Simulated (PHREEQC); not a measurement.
Make-up at 25 °C: 0.0018 mol HF, 0.056 mol H2SiF6, 0.0007 mol H3PO4 and 0.3 mol HNO3 per kg of water. Closed to the air; pH follows from the charge balance.

Model: ion-association model, phreeqc.dat, run in PHREEQC.

| Property | Value |
|---|---|
| pH | 0.50 |
| ionic strength | 0.463 mol/kgw |
| activity of water | 0.987 |
| density | 1.012 g/cm³ |
| total alkalinity | -638 meq/kg |

```json
[
 {"species": "H+", "molality": "0.409", "activity": "0.314", "log γ": "-0.115"},
 {"species": "NO3-", "molality": "0.300", "activity": "0.186", "log γ": "-0.208"},
 {"species": "SiF6-2", "molality": "0.0544", "activity": "0.0120", "log γ": "-0.656"},
 {"species": "HF", "molality": "0.0116", "activity": "0.0129", "log γ": "0.046"},
 {"species": "H4SiO4", "molality": "0.00164", "activity": "0.00183", "log γ": "0.046"},
 {"species": "H3PO4", "molality": "0.000677", "activity": "0.000753", "log γ": "0.046"}
]
```

Precipitation was switched off in this run. Examples of supersaturated solids here: Quartz (slow to form), Chalcedony (slow to form). Others may be too. Species that the database lacks are ignored. SiF6-2 is the database's only silicon fluoride.
